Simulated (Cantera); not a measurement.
A Cantera script and its output.

```python
import numpy as np
import cantera as ct

gas = ct.Solution("gri30.yaml")
gas.TPX = 625, 1700000, {'C3H8': 1, 'O2': 2.94, 'N2': 11.1}
inlet = ct.Reservoir(gas, clone=True)
gas.equilibrate("HP")  # start burning
reactor = ct.IdealGasConstPressureReactor(gas, energy="on", clone=False)
exhaust = ct.Reservoir(gas, clone=True)
tau = [0.23, 0.079, 0.027, 0.0089, 0.003, 0.001, 0.00034, 0.00011, 3.8e-05, 1.3e-05, 4.3e-06][0]
for a, b in ((inlet, reactor), (reactor, exhaust)):
    ct.MassFlowController(a, b, mdot=lambda t: reactor.mass / tau)
net = ct.ReactorNet([reactor])
show = ['C3H8', 'O2', 'C2H', 'CH2O', 'O']

rows = []
print(f"{'tau/s':>10s}{'T/K':>9s}" + "".join(f"{s:>11s}" for s in show))
for tau in [0.23, 0.079, 0.027, 0.0089, 0.003, 0.001, 0.00034, 0.00011, 3.8e-05, 1.3e-05, 4.3e-06]:
    net.initial_time = 0.0
    net.advance(30 * tau)
    before = gas.X
    net.advance(40 * tau)
    drift = np.max(np.abs(gas.X - before) / (gas.X + 1e-9))
    rows.append([gas.T, *gas[show].X, drift])
    print(f"{tau:10.3e}{gas.T:9.1f}" + "".join(f"{x:11.3e}" for x in gas[show].X))
```

Result:

```
     tau/s      T/K       C3H8         O2        C2H       CH2O          O
 2.300e-01   2070.6  5.736e-08  1.117e-05  9.899e-09  4.305e-07  5.383e-08
 7.900e-02   2073.5  1.634e-07  3.143e-05  3.084e-08  9.676e-07  7.074e-08
 2.700e-02   2078.8  4.603e-07  8.698e-05  9.115e-08  2.199e-06  1.136e-07
 8.900e-03   2086.1  1.321e-06  2.414e-04  2.414e-07  5.023e-06  2.250e-07
 3.000e-03   2092.2  3.685e-06  6.314e-04  5.293e-07  1.109e-05  4.982e-07
 1.000e-03   2091.2  1.050e-05  1.584e-03  9.979e-07  2.421e-05  1.199e-06
 3.400e-04   2074.5  3.043e-05  3.702e-03  1.591e-06  5.106e-05  2.962e-06
 1.100e-04   2022.0  1.044e-04  8.885e-03  2.014e-06  1.164e-04  7.729e-06
 3.800e-05   1858.2  6.144e-04  2.536e-02  9.436e-07  4.273e-04  1.841e-05
 1.300e-05    625.0  6.649e-02  1.955e-01  1.798e-42 -1.319e-16  5.515e-26
 4.300e-06    625.0  6.649e-02  1.955e-01 -2.488e-44 -2.704e-18  7.286e-27
```

Model: GRI-Mech 3.0 (53 species, 325 reactions), integrated in Cantera. GRI-Mech 3.0 was tuned for natural gas; its chemistry of propane as a main component is partial and can be far from experiment. The pressure lies above the range GRI-Mech 3.0 was tuned for (to about 10 atm).
